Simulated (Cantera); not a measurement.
Equilibrium for silicon nitride deposition: SiH2Cl2 + NH3 + N2

Feed: 1 mol SiH2Cl2, a varied amount of NH3, 6.2 mol N2, held at 1173 K and 330 Pa.

Method: chemical equilibrium by Gibbs-energy minimisation in Cantera with the NASA 1993 tables (ideal gas, pure condensed phases). Candidate condensed phases: NH4Cl, Si, Si3N4; 28 gas species. The tables' values for SiCl3 are old estimates; treat these amounts as uncertain. Equilibrium is a limit: real reactors are often held back by kinetics, nucleation or transport.

From 0.14 mol NH3 to 44 mol NH3 the condensed part is Si3N4(s). The main Si-bearing gas is SiCl4 at 0.14 mol NH3 and SiCl2 at 44 mol NH3.

```json
[
 {"n(NH3) (mol)": "0.14", "x N2": "0.731", "x H2": "0.0571", "x HCl": "0.197", "x SiCl4": "0.0142", "x SiCl3": "0.000806", "x SiCl2": "0.000452", "n Si3N4(s)": "0.293"},
 {"n(NH3) (mol)": "0.23", "x N2": "0.717", "x H2": "0.0677", "x HCl": "0.202", "x SiCl4": "0.0114", "x SiCl3": "0.000687", "x SiCl2": "0.000408", "n Si3N4(s)": "0.300"},
 {"n(NH3) (mol)": "0.37", "x N2": "0.699", "x H2": "0.0848", "x HCl": "0.207", "x SiCl4": "0.00816", "x SiCl3": "0.000536", "x SiCl2": "0.000348", "n Si3N4(s)": "0.308"},
 {"n(NH3) (mol)": "0.6", "x N2": "0.672", "x H2": "0.114", "x HCl": "0.208", "x SiCl4": "0.00477", "x SiCl3": "0.000361", "x SiCl2": "0.000269", "n Si3N4(s)": "0.317"},
 {"n(NH3) (mol)": "0.97", "x N2": "0.637", "x H2": "0.159", "x HCl": "0.201", "x SiCl4": "0.00221", "x SiCl3": "0.000204", "x SiCl2": "0.000186", "n Si3N4(s)": "0.325"},
 {"n(NH3) (mol)": "1.6", "x N2": "0.591", "x H2": "0.225", "x HCl": "0.183", "x SiCl4": "0.000780", "x SiCl3": "9.48e-5", "x SiCl2": "0.000114", "n Si3N4(s)": "0.330"},
 {"n(NH3) (mol)": "2.5", "x N2": "0.542", "x H2": "0.300", "x HCl": "0.158", "x SiCl4": "0.000263", "x SiCl3": "4.26e-5", "x SiCl2": "6.79e-5", "n Si3N4(s)": "0.332"},
 {"n(NH3) (mol)": "4.1", "x N2": "0.482", "x H2": "0.391", "x HCl": "0.127", "x SiCl4": "6.87e-5", "x SiCl3": "1.59e-5", "x SiCl2": "3.61e-5", "n Si3N4(s)": "0.333"},
 {"n(NH3) (mol)": "6.6", "x N2": "0.426", "x H2": "0.478", "x HCl": "0.0963", "x SiCl4": "1.67e-5", "x SiCl3": "5.61e-6", "x SiCl2": "1.86e-5", "n Si3N4(s)": "0.333"},
 {"n(NH3) (mol)": "11", "x N2": "0.374", "x H2": "0.559", "x HCl": "0.0677", "x SiCl4": "3.25e-6", "x SiCl3": "1.68e-6", "x SiCl2": "8.55e-6", "n Si3N4(s)": "0.333"},
 {"n(NH3) (mol)": "17", "x N2": "0.338", "x H2": "0.614", "x HCl": "0.0481", "x SiCl4": "7.36e-7", "x SiCl3": "5.61e-7", "x SiCl2": "4.21e-6", "n Si3N4(s)": "0.333"},
 {"n(NH3) (mol)": "28", "x N2": "0.307", "x H2": "0.661", "x HCl": "0.0315", "x SiCl4": "1.24e-7", "x SiCl3": "1.49e-7", "x SiCl2": "1.78e-6", "n Si3N4(s)": "0.333"},
 {"n(NH3) (mol)": "44", "x N2": "0.288", "x H2": "0.691", "x HCl": "0.0209", "x SiCl4": "2.31e-8", "x SiCl3": "4.29e-8", "x SiCl2": "7.86e-7", "n Si3N4(s)": "0.333"}
]
```
x: gas mole fraction; n: condensed amount in mol.
